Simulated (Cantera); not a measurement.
## Thermodynamics of silicon oxide and oxynitride deposition, feed SiCl₄ + N₂O + H₂ + O₂

Input: 1 mol SiCl₄, 0.13 mol N₂O, 36 mol H₂, 22 mol O₂, equilibrated at 113 Torr.

Cantera equilibrium calculation (NASA polynomials, part measured and part estimated; ideal gas, pure solids and liquids). Candidate condensed phases: H₂O, NH₄Cl, Si, SiO₂, Si₂N₂O, Si₃N₄; 47 gas species. The tables hold silica as quartz up to 1696 K and as liquid above; real silica turns to tridymite and cristobalite and melts near 1996 K. Gases not in the tables: Si(OH)₄. Kinetics and transport are ignored.

```json
[
 {"T (°C)": "402", "x H₂O": "0.818", "x O₂": "0.0924", "x HCl": "0.0776", "x OH": "3.59e-11", "x Cl₂": "0.00879", "x Cl": "7.31e-8", "n SiO₂(α-quartz)": "1.00", "n SiO₂(β-quartz)": "0", "n SiO₂(condensed)": "0", "n SiO₂(l)": "0"},
 {"T (°C)": "602", "x H₂O": "0.807", "x O₂": "0.0958", "x HCl": "0.0925", "x OH": "2.65e-8", "x Cl₂": "0.00118", "x Cl": "4.09e-6", "n SiO₂(α-quartz)": "0", "n SiO₂(β-quartz)": "1.00", "n SiO₂(condensed)": "0", "n SiO₂(l)": "0"},
 {"T (°C)": "802", "x H₂O": "0.806", "x O₂": "0.0962", "x HCl": "0.0942", "x OH": "1.69e-6", "x Cl₂": "0.000273", "x Cl": "4.70e-5", "n SiO₂(α-quartz)": "0", "n SiO₂(β-quartz)": "1.00", "n SiO₂(condensed)": "0", "n SiO₂(l)": "0"},
 {"T (°C)": "1002", "x H₂O": "0.806", "x O₂": "0.0962", "x HCl": "0.0943", "x OH": "2.93e-5", "x Cl₂": "9.64e-5", "x Cl": "0.000251", "n SiO₂(α-quartz)": "0", "n SiO₂(β-quartz)": "1.00", "n SiO₂(condensed)": "0", "n SiO₂(l)": "0"},
 {"T (°C)": "1202", "x H₂O": "0.806", "x O₂": "0.0960", "x HCl": "0.0938", "x OH": "0.000235", "x Cl₂": "4.44e-5", "x Cl": "0.000847", "n SiO₂(α-quartz)": "0", "n SiO₂(β-quartz)": "1.00", "n SiO₂(condensed)": "0", "n SiO₂(l)": "0"},
 {"T (°C)": "1402", "x H₂O": "0.805", "x O₂": "0.0954", "x HCl": "0.0925", "x OH": "0.00115", "x Cl₂": "2.40e-5", "x Cl": "0.00213", "n SiO₂(α-quartz)": "0", "n SiO₂(β-quartz)": "1.00", "n SiO₂(condensed)": "0", "n SiO₂(l)": "0"},
 {"T (°C)": "1602", "x H₂O": "0.803", "x O₂": "0.0942", "x HCl": "0.0902", "x OH": "0.00397", "x Cl₂": "1.43e-5", "x Cl": "0.00433", "n SiO₂(α-quartz)": "0", "n SiO₂(β-quartz)": "0", "n SiO₂(condensed)": "1.000", "n SiO₂(l)": "0"},
 {"T (°C)": "1802", "x H₂O": "0.795", "x O₂": "0.0922", "x HCl": "0.0865", "x OH": "0.0108", "x Cl₂": "9.08e-6", "x Cl": "0.00757", "n SiO₂(α-quartz)": "0", "n SiO₂(β-quartz)": "0", "n SiO₂(condensed)": "0", "n SiO₂(l)": "0.999"}
]
```
x: gas mole fraction; n: condensed amount in mol.

At 402 °C the condensed part is SiO₂(α-quartz). From 602 °C to 1402 °C the condensed part is SiO₂(β-quartz). At 1602 °C the condensed part is SiO₂(condensed). At 1802 °C the condensed part is SiO₂(l).
